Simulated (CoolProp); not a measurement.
Saturation properties of toluene.

Model: reference Helmholtz-energy equation of state, Lemmon 2006, in CoolProp. It is a short technical equation, of lower accuracy than the large ones.

```tsv
T (K)	p (kPa)	enthalpy of vaporisation (kJ/kg)	liquid cp (kJ/(kg K))	vapour Z	surface tension (mN/m)	liquid viscosity (µPa s)
382.7	98.35	361.4	1.999	[?]	18.0	251
395.2	[?]	353.0	[?]	0.9495	16.6	229
407.8	191.5	[?]	2.096	0.9368	15.3	210
420.3	258.0	335.2	2.146	0.9223	13.9	193
432.9	341.6	325.6	2.198	0.9056	12.6	178
445.5	444.3	[?]	2.252	[?]	11.3	164
458	567.8	304.7	2.308	0.8656	10.1	152
470.6	716.7	293.2	2.368	0.8418	8.90	140
483.1	891.7	280.9	2.431	0.8155	7.73	130
495.7	1098	[?]	[?]	0.7860	6.60	119
508.2	1337	252.8	2.582	0.7533	5.51	110
```

Task: Some entries are withheld; supply them.

Result: 
- 382.7, vapour Z: 0.9603
- 395.2, p (kPa): 138.8
- 395.2, liquid cp (kJ/(kg K)): 2.047
- 407.8, enthalpy of vaporisation (kJ/kg): 344.3
- 445.5, enthalpy of vaporisation (kJ/kg): 315.4
- 445.5, vapour Z: 0.8866
- 495.7, enthalpy of vaporisation (kJ/kg): 267.4
- 495.7, liquid cp (kJ/(kg K)): 2.502

It boils at 383.7 K under 1 atm.

Viscosity comes from a separate model (Avgeri 2015). Surface tension comes from a separate correlation (Mulero 2012).
